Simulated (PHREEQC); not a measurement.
1 kg of water holding 0.11 mol/kgw KHCO3, 0.021 mol/kgw KCl, 0.0074 mol/kgw K2CO3 and 0.0045 mol/kgw K2SO4 is evaporated at 25 °C; the solids stay in contact with the brine. CO2 is held at log p = -3.4 (atm). Only these solids could form: Arcanite, Kalicinite, Misenite, Sylvite.

Base run: PHREEQC, Pitzer model, pitzer.dat. Each further column changes one thing. The table gives ionic strength.

| H2O removed (mol) | base | temperature from 25 to 5 °C |
|---|---|---|
| 0 | 0.196 | 0.188 |
| 18.01 | 0.296 | 0.285 |
| 30.18 | 0.445 | 0.431 |
| 38.4 | 0.669 | 0.650 |
| 43.95 | 1.00 | 0.978 |
| 47.7 | 1.50 | 1.46 |
| 51.17 | 2.71 | 2.67 |
| 52.58 | 4.01 | 3.96 |
| 53.53 | 5.83 | 5.69 |
| 54.17 | 8.26 | 8.15 |
| 54.6 | 11.8 | 11.7 |
| 54.9 | 15.1 | 15.9 |

 Constants without temperature data keep their 25 °C values here.
